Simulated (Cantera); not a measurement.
**Thermodynamics of aluminium and copper etching, feed Cu + F₂ + H₂**

Input: 1 mol Cu, 4 mol F₂, 2.1 mol H₂, at 45.0 Torr.

Equilibrium computed with Cantera from the NASA thermochemical tables; the gas is ideal and each condensed phase is pure. Candidate condensed phases: Cu, CuF₂; 15 gas species. Rates play no part.

```json
[
 {"T (K)": "1023", "log p HF": "-1.34", "log p F": "-2.05", "log p F₂": "-2.27", "log p CuF₂": "-4.62", "log p H₂F₂": "-7.12", "log p CuF": "<-13", "n CuF₂(s)": "0.998", "n CuF₂(l)": "0"},
 {"T (K)": "1048", "log p HF": "-1.35", "log p F": "-1.98", "log p F₂": "-2.35", "log p CuF₂": "-4.32", "log p H₂F₂": "-7.17", "log p CuF": "-12.65", "n CuF₂(s)": "0.996", "n CuF₂(l)": "0"},
 {"T (K)": "1073", "log p HF": "-1.35", "log p F": "-1.93", "log p F₂": "-2.43", "log p CuF₂": "-4.03", "log p H₂F₂": "-7.21", "log p CuF": "-12.02", "n CuF₂(s)": "0.991", "n CuF₂(l)": "0"},
 {"T (K)": "1098", "log p HF": "-1.36", "log p F": "-1.89", "log p F₂": "-2.53", "log p CuF₂": "-3.75", "log p H₂F₂": "-7.25", "log p CuF": "-11.42", "n CuF₂(s)": "0.983", "n CuF₂(l)": "0"},
 {"T (K)": "1123", "log p HF": "-1.36", "log p F": "-1.85", "log p F₂": "-2.64", "log p CuF₂": "-3.52", "log p H₂F₂": "-7.29", "log p CuF": "-10.86", "n CuF₂(s)": "0", "n CuF₂(l)": "0.971"},
 {"T (K)": "1148", "log p HF": "-1.37", "log p F": "-1.83", "log p F₂": "-2.75", "log p CuF₂": "-3.32", "log p H₂F₂": "-7.33", "log p CuF": "-10.35", "n CuF₂(s)": "0", "n CuF₂(l)": "0.953"},
 {"T (K)": "1173", "log p HF": "-1.37", "log p F": "-1.81", "log p F₂": "-2.88", "log p CuF₂": "-3.14", "log p H₂F₂": "-7.37", "log p CuF": "-9.86", "n CuF₂(s)": "0", "n CuF₂(l)": "0.928"}
]
```
log p: log10 of the partial pressure in bar; n: condensed amount in mol.

From 1023 K to 1098 K the condensed part is CuF₂(s). From 1123 K to 1173 K the condensed part is CuF₂(l). The main Cu-bearing gas is CuF₂ throughout. The share of Cu in condensed phases is highest at 1023 K (99.8 %) and lowest at 1173 K (92.8 %).
